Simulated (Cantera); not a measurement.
Charge: 1 mol B₂H₆, 0.52 mol O₂, 110 mol N₂, at 0.350 bar.

Cantera equilibrium calculation (NASA polynomials, part measured and part estimated; ideal gas, pure solids and liquids). Candidate condensed phases: B, BN, B₂O₃, B₃O₃H₃, H₂O; 39 gas species. The feed counts by its element totals alone. N₂ is the only nitrogen source here; it is nearly inert below about 1500 K, so the nitride shown seldom forms there in practice. Mutual solubility and eutectic melting of coexisting phases are not modelled. Equilibrium is a limit: real reactors are often held back by kinetics, nucleation or transport.

Question: Which condensed phases are stable at each of these points (T (K)): 873, 1023, 1173, 1323, 1473, 1623, 1773, 1923, 2073, 2223, 2373?

Answer: 
```tsv
T (K)	condensed phases	B condensed (%)
873	BN(s) + B₂O₃(l)	100.0
1023	BN(s) + B₂O₃(l)	100.0
1173	BN(s) + B₂O₃(l)	99.9
1323	BN(s) + B₂O₃(l)	99.5
1473	BN(s) + B₂O₃(l)	97.2
1623	BN(s) + B₂O₃(l)	84.0
1773	BN(s)	65.6
1923	BN(s)	60.0
2073	BN(s)	53.1
2223	BN(s)	49.0
2373	BN(s)	47.8
```

From 873 K to 1623 K the condensed part is BN(s) + B₂O₃(l). From 1773 K to 2373 K the condensed part is BN(s).
